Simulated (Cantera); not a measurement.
An adiabatic, constant-pressure homogeneous reactor starts with 15.9 % CH4, 17.6 % O2, 66.5 % N2, equivalence ratio 1.8, at 1775 K and 10.0 bar.

Detailed kinetics in Cantera: GRI-Mech 3.0 (53 species, 325 reactions).

Problem. Predict: time of steepest temperature rise; temperature at 0.200 s; equilibrium temperature; x(O2) at 0.200 s; x(NO) at 0.200 s.

Solution. 
```
Quantity                                                              Result
---------------------------------  -----------------------------------------
time of steepest temperature rise                                    23.2 µs
temperature at 0.200 s                                                2864 K
equilibrium temperature                                               2864 K
x(O2) at 0.200 s                   0.000104 (gas-phase equilibrium 0.000104)
x(NO) at 0.200 s                   0.000768 (gas-phase equilibrium 0.000768)
```
